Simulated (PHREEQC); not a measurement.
Dissolve 0.0099 mol HF, 0.0036 mol NH4HF2, 5.2e-05 mol H4SiO4 and 0.23 mol HCl per kg of water at 45 °C. Closed to the air; pH follows from the charge balance.

The numbers come from PHREEQC with the ion-association model, phreeqc.dat.

Q: The ionic strength comes out as 0.230 mol/kgw. What activity coefficients do H+, Cl-, NH4+, HF2-, SiF6-2 get?

A: H+ 0.79, Cl- 0.70, NH4+ 0.66, HF2- 0.73, SiF6-2 0.27.

Precipitation was switched off in this run. Complexes and solids missing from the database can't appear. Constants without temperature data keep their 25 °C values here. SiF6-2 is the database's only silicon fluoride.
